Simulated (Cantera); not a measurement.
Feed: 1 mol C₆H₆, 84 mol H₂, 7.9 mol N₂, equilibrated at 1200 °C and 0.680 bar.

Method: chemical equilibrium by Gibbs-energy minimisation in Cantera with the NASA 1993 tables (ideal gas, pure condensed phases). Candidate condensed phases: C, C₆H₆, C₇H₈, C₈H₁₈; 92 gas species. Rates play no part.

Base state: H₂ 0.915, N₂ 0.0833, CH₄ 0.00167, HCN 0.000240, H 1.47e-5, NH₃ 1.16e-5 (mole fractions); condensed: C(graphite).

### Question
What changes in the equilibrium state with this change: 0.087 mol O₂ added?

### Answer
```tsv
species	before	after
H₂	0.915	0.913
N₂	0.0833	0.0831
CO	0	0.00183
CH₄	0.00167	0.00166
NH₃	1.16e-5	1.15e-5
HCN	0.000240	0.000240
C(graphite), mol	5.82	5.64
```
Further candidate phases: H₂O.

### Question
What changes in the equilibrium state with this change: temperature from 1200 °C to 575 °C?

### Answer
```csv
species,before,after
H₂,0.915,0.843
N₂,0.0833,0.0887
CH₄,0.00167,0.0675
H,1.47e-5,<1e-9
HCN,0.000240,1.75e-8
NH₃,1.16e-5,0.000296
"C(graphite), mol",5.82,0
```
